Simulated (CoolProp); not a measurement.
Saturation properties of toluene.

Values from CoolProp's reference Helmholtz-energy equation of state, Lemmon 2006. It is a short technical equation, of lower accuracy than the large ones.

```
T (°C)  p (MPa)  liquid viscosity (µPa s)  vapour viscosity (µPa s)
------  -------  ------------------------  ------------------------
62.05   0.02010                       372                      7.77
80.45   0.03948                       316                      8.16
98.75   0.07147                       272                      8.55
117.15   0.1216                       237                      8.94
135.45   0.1953                       209                      9.33
153.85   0.3002                       185                      9.73
172.15   0.4426                       164                      10.1
190.55   0.6320                       146                      10.6
208.85   0.8751                       130                      11.0
227.25    1.184                       116                      11.6
245.55    1.566                       102                      12.2
263.95    2.037                      88.2                      13.0
282.35    2.611                      74.4                      14.1
```

It boils at 110.6 °C under 1 atm.

Viscosity comes from a separate model (Avgeri 2015).
